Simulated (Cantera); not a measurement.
A perfectly stirred reactor is fed with N2O : H2 : N2 = 1 : 0.0088 : 6.1 (molar parts), at 0.00790 bar; it is held at 1575 K, and followed from long to short residence time.

Computed with Cantera and GRI-Mech 3.0 (53 species, 325 reactions). GRI-Mech 3.0 was tuned for natural gas; its chemistry of N2O as a main component is partial and can be far from experiment. Radical loss at walls, strong at low pressure, is not modelled. The temperature is held fixed by assumption; the heat of reaction is taken as removed at once.

Task: What does this change do: pressure from 0.00790 bar to 0.0730 bar?

Result: 
| quantity | before | after |
|---|---|---|
| x(N2O) at τ = 0.830 s | 0.0716 | 0.0148 |
| x(H2) at τ = 0.830 s | 3.39e-5 | 5.11e-6 |
| x(NO) at τ = 0.830 s | 0.0154 | 0.0261 |
| x(H2O2) at τ = 0.830 s | 1.27e-10 | 2.26e-10 |
| x(NO2) at τ = 0.830 s | 1.82e-5 | 1.25e-5 |
| x(N2O) at τ = 77.0 ms | 0.129 | 0.0772 |
| x(H2) at τ = 77.0 ms | 0.000247 | 3.91e-5 |
| x(NO) at τ = 77.0 ms | 0.00250 | 0.0142 |
| x(H2O2) at τ = 77.0 ms | 1.66e-9 | 4.32e-10 |
| x(NO2) at τ = 77.0 ms | 1.42e-5 | 2.32e-5 |

Task: What does this change do: 0.47 parts H2O added?

Result: 
| quantity | before | after |
|---|---|---|
| x(N2O) at τ = 0.830 s | 0.0716 | 0.0587 |
| x(H2) at τ = 0.830 s | 3.39e-5 | 3.55e-5 |
| x(NO) at τ = 0.830 s | 0.0154 | 0.00961 |
| x(H2O2) at τ = 0.830 s | 1.27e-10 | 8.82e-9 |
| x(NO2) at τ = 0.830 s | 1.82e-5 | 2.67e-5 |
| x(N2O) at τ = 77.0 ms | 0.129 | 0.118 |
| x(H2) at τ = 77.0 ms | 0.000247 | 0.000122 |
| x(NO) at τ = 77.0 ms | 0.00250 | 0.00209 |
| x(H2O2) at τ = 77.0 ms | 1.66e-9 | 2.60e-8 |
| x(NO2) at τ = 77.0 ms | 1.42e-5 | 1.39e-5 |

Task: What does this change do: temperature 1575 to 1225 K?

Result: 
| quantity | before | after |
|---|---|---|
| x(N2O) at τ = 0.830 s | 0.0716 | 0.139 |
| x(H2) at τ = 0.830 s | 3.39e-5 | 0.000424 |
| x(NO) at τ = 0.830 s | 0.0154 | 9.66e-5 |
| x(H2O2) at τ = 0.830 s | 1.27e-10 | 3.28e-9 |
| x(NO2) at τ = 0.830 s | 1.82e-5 | 2.37e-6 |
| x(N2O) at τ = 77.0 ms | 0.129 | 0.140 |
| x(H2) at τ = 77.0 ms | 0.000247 | 0.00110 |
| x(NO) at τ = 77.0 ms | 0.00250 | 1.04e-5 |
| x(H2O2) at τ = 77.0 ms | 1.66e-9 | 2.47e-9 |
| x(NO2) at τ = 77.0 ms | 1.42e-5 | 7.04e-8 |
The mechanism lacks the step 2 NO + O2 → 2 NO2, which can matter for NO2 below about 1400 K.
